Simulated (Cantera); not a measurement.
Charge: 1 mol trisilylamine, 33 mol N₂, equilibrated at 1350 K and 750 Torr.

These are equilibrium values from Cantera (NASA tables, ideal gas, pure condensed phases), not measurements of a reactor. Candidate condensed phases: Si, Si₃N₄; 18 gas species. The feed counts by its element totals alone. Rates play no part.

Base state: N₂ 0.875, H₂ 0.125 (mole fractions); condensed: Si₃N₄(s).

Q: What changes in the equilibrium state with this change: temperature from 1350 K to 2098.15 K?

A: 
```
species         before    after
-------------  -------  -------
N₂               0.875    0.874
H₂               0.125    0.124
H              8.43e-7  0.00109
Si               <1e-9  9.72e-5
SiN              <1e-9  1.89e-5
SiH              <1e-9  1.87e-5
Si₃N₄(s), mol     1.00    0.998
```
The tables' values for SiN are old estimates; treat these amounts as uncertain. Gases not in the tables: Si₂H₆ and higher silanes.

Q: What changes in the equilibrium state with this change: trisilylamine replaced by SiH₂Cl₂?

A: 
| species | before | after |
|---|---|---|
| N₂ | 0.875 | 0.946 |
| HCl | 0 | 0.0408 |
| H₂ | 0.125 | 0.00875 |
| SiCl₄ | 0 | 0.00411 |
| SiCl₃ | 0 | 0.000259 |
| SiCl₂ | 0 | 8.11e-5 |
| SiHCl₃ | 0 | 5.06e-5 |
| Si₃N₄(s), mol | 1.00 | 0.282 |
N₂ is the only nitrogen source here; it is nearly inert below about 1500 K, so the nitride shown seldom forms there in practice. The tables' values for SiCl₃ are old estimates; treat these amounts as uncertain. Further candidate phases: NH₄Cl.
